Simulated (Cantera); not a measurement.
Adiabatic ignition

An adiabatic, constant-volume homogeneous reactor starts with 4.66 % CH₄, 19.4 % O₂, 73.1 % N₂, 2.79 % H₂O, equivalence ratio 0.48, at 1248 K and 100000 Pa.

Cantera simulation using GRI-Mech 3.0 (53 species, 325 reactions); the numbers are that mechanism's predictions, not measurements.

```tsv
t (s)	T (K)	P (bar)	x CH₄	x O₂	x H₂O	x NO	x HCO	x OH
2.00e-6	1248	1.00	0.0466	0.194	0.0279	<1e-12	<1e-12	1.70e-11
5.97e-6	1248	1.00	0.0466	0.194	0.0279	<1e-12	<1e-12	3.65e-11
1.78e-5	1248	1.00	0.0466	0.194	0.0279	<1e-12	<1e-12	6.45e-11
5.32e-5	1248	1.00	0.0466	0.194	0.0279	<1e-12	<1e-12	1.53e-10
0.000159	1248	1.000	0.0466	0.194	0.0279	<1e-12	<1e-12	4.86e-10
0.000474	1248	1.000	0.0466	0.194	0.0279	<1e-12	<1e-12	1.99e-9
0.00141	1248	1.00	0.0466	0.194	0.0280	<1e-12	5.34e-12	1.15e-8
0.00422	1249	1.00	0.0465	0.194	0.0280	<1e-12	1.41e-10	4.27e-8
0.0126	1258	1.01	0.0451	0.193	0.0292	<1e-12	4.40e-9	3.10e-7
0.0376	2383	1.92	<1e-12	0.0960	0.116	0.00668	2.08e-10	0.00743
0.112	2373	1.91	<1e-12	0.0937	0.116	0.0114	1.88e-10	0.00714
0.335	2372	1.91	<1e-12	0.0936	0.116	0.0116	1.88e-10	0.00713
1.00	2372	1.91	<1e-12	0.0936	0.116	0.0116	1.88e-10	0.00713
```
x: mole fraction; the columns are a selection and need not sum to one.

```json
{
  "time_of_steepest_temperature_rise": "16.6 ms",
  "temperature at 1.00 s": "2372 K",
  "equilibrium_temperature": "2372 K",
  "x(CH₄) at 1.00 s": "<1e-12 (gas-phase equilibrium <1e-12)",
  "x(O₂) at 1.00 s": "0.0936 (gas-phase equilibrium 0.0936)",
  "x(H₂O) at 1.00 s": "0.116 (gas-phase equilibrium 0.116)"
}
```
